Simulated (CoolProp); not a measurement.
R245ca along the isobar 100 bar: Z from the reference equation and from simpler models built on Tc = 447.6 K, pc = 39.41 bar, ω = 0.355; each cubic takes its own stable root.

Computed with CoolProp (reference Helmholtz-energy equation of state, Zhou 2016).

```csv
T (K),phase,reference,van der Waals,Redlich-Kwong,Peng-Robinson
354.6,liquid,0.3567,0.5519,0.4000,0.3404
360.4,liquid,0.3551,0.5476,0.3986,0.3393
366.2,liquid,0.3538,0.5437,0.3975,0.3386
372,liquid,0.3527,0.5400,0.3967,0.3382
377.7,liquid,0.3519,0.5367,0.3961,0.3381
383.5,liquid,0.3512,0.5335,0.3959,0.3384
389.3,liquid,0.3509,0.5307,0.3959,0.3390
395.1,liquid,0.3508,0.5280,0.3962,0.3400
400.8,liquid,0.3510,0.5258,0.3969,0.3414
406.6,liquid,0.3515,0.5237,0.3978,0.3433
412.4,liquid,0.3524,0.5219,0.3992,0.3456
418.2,liquid,0.3536,0.5204,0.4008,0.3485
424,liquid,0.3552,0.5191,0.4029,0.3520
```
